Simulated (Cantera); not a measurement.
A closed system holds: 1 mol SiC, 0.41 mol N2O, 170 mol N2, 0.27 mol H2O, equilibrated at 0.165 Torr.

Equilibrium computed with Cantera from the NASA thermochemical tables; the gas is ideal and each condensed phase is pure. Candidate condensed phases: C, C6H6, C7H8, C8H18, H2O, Si, SiC, SiO2, Si2N2O, Si3N4; 151 gas species. The tables' values for SiN are old estimates; treat these amounts as uncertain. The numbers say what is thermodynamically allowed, not how fast it happens. All values below are at 1750 °C.

Base state: N2 0.987, Si 0.00540, CO 0.00393, H 0.00223, H2 0.000303, HCN 0.000279, SiC2 0.000248, Si2C 5.70e-5 (mole fractions); condensed: C(graphite).

### Question
What changes in the equilibrium state with this change: pressure from 0.165 Torr to 1 atm?

### Answer
| species | before | after |
|---|---|---|
| N2 | 0.987 | 0.994 |
| CO | 0.00393 | 0.00291 |
| H2 | 0.000303 | 0.00149 |
| Si | 0.00540 | 2.05e-5 |
| H | 0.00223 | 7.28e-5 |
| SiO | 1.35e-5 | 0.00107 |
| SiC2 | 0.000248 | 2.52e-8 |
| CN | 5.09e-5 | 1.23e-7 |
| Si2C | 5.70e-5 | 6.17e-7 |
| C(graphite), mol | 0.166 | 0 |
| SiC(s), mol | 0 | 0.484 |
| Si3N4(s), mol | 0 | 0.109 |
Mutual solubility and eutectic melting of coexisting phases are not modelled.
